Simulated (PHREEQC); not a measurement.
Dissolve 5 mmol/kgw K2SiO3 and 12 mmol/kgw (CH3)4NCl at 20 °C. Closed to the air; pH follows from the charge balance.

Equilibrium calculation in PHREEQC: ion-association model, phreeqc.dat.

No solid was allowed to form.

What pH does the model give?

pH 11.79.

In which forms is Si present?

H3SiO4- 95 %, H2SiO4-2 4.2 %, H4SiO4 1.1 % of the Si.

(CH3)4N+ isn't in the database: it is added as a free cation with an ion size of 4 Å.
